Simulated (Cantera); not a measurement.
Charge: 1 mol NH₃, 0.03 mol O₂, 1.3 mol H₂, held at 7.50 Torr.

These are equilibrium values from Cantera (NASA tables, ideal gas, pure condensed phases), not measurements of a reactor. Candidate condensed phases: H₂O; 24 gas species. The numbers say what is thermodynamically allowed, not how fast it happens. All values below are at 1823 K.

Base state: H₂ 0.827, N₂ 0.151, H₂O 0.0181, H 0.00394 (mole fractions); condensed: gas only.

**Question.** What changes in the equilibrium state with this change: pressure from 7.50 Torr to 3.00 Torr?

**Answer.** 
| species | before | after |
|---|---|---|
| H₂ | 0.827 | 0.825 |
| N₂ | 0.151 | 0.151 |
| H₂O | 0.0181 | 0.0181 |
| H | 0.00394 | 0.00622 |
